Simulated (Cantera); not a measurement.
**Ignition delay**

Mixture: CH₄ : CO : O₂ : N₂ = 1 : 0.26 : 2.6 : 9.77 (molar parts), equivalence ratio 0.82, at 9.87 atm, adiabatic and at constant pressure. Ignition delay is the time to a rise of 400 K.

Detailed kinetics in Cantera: GRI-Mech 3.0 (53 species, 325 reactions).

```tsv
T0 (K)	delay (ms)
1000	134
1050	53.8
1100	23.5
1150	11.1
1200	5.51
1250	2.87
```

```
Property                                                 Value
--------------------------------------------------  ----------
apparent activation energy between 1150 and 1250 K  160 kJ/mol
```
